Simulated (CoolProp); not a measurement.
A simple Rankine cycle with isohexane: condensing at 292.15 K, boiler at 0.561 MPa, turbine inlet 414.3 K, turbine efficiency 0.6, pump efficiency 0.6, no recuperator. Each further row changes one setting.

Values from CoolProp's reference Helmholtz-energy equation of state, Lemmon 2006. It is a short technical equation, of lower accuracy than the large ones.

```tsv
case	thermal efficiency (%)	net work (kJ/kg)	heat in (kJ/kg)	turbine exit temperature (K)	volume ratio over the turbine
as stated	11.8	66.8	566	…	…
turbine inlet 434.3 K	11.6	71.1	…	394.1	…
condensing temperature 284.15 K	…	…	584	369.5	…
boiler pressure 0.393 MPa	10.7	61.3	573	379.3	18.0
turbine efficiency 0.5	9.8	55.4	566	378.8	…
```

What belongs in the gaps?


- as stated, turbine exit temperature (K): 373.2
- as stated, volume ratio over the turbine: 26.5
- turbine inlet 434.3 K, heat in (kJ/kg): 613
- turbine inlet 434.3 K, volume ratio over the turbine: 26.1
- condensing temperature 284.15 K, thermal efficiency (%): 12.7
- condensing temperature 284.15 K, net work (kJ/kg): 74.0
- condensing temperature 284.15 K, volume ratio over the turbine: 37.7
- turbine efficiency 0.5, volume ratio over the turbine: 26.9
